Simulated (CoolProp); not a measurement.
Vapour-liquid equilibrium of n-pentane (1) + cyclohexane (2) at 2.22 bar; x and y are mole fractions of (1).

Values from CoolProp's multi-fluid Helmholtz-energy mixture model, Thol 2019 and Zhou 2014; pair parameters Bell 2016.

**Question.** Give the bubble temperature and the first vapour's composition at x = 0.5, 0.65, 0.95. Is there an azeotrope?

**Answer.** x = 0.5: 77.3 °C, y = 0.773; x = 0.65: 71.7 °C, y = 0.862; x = 0.95: 62.5 °C, y = 0.984. No azeotrope shows between x = 0.05 and 0.95.

The pair parameters rest on a limited set of measurements; away from them the model extrapolates.
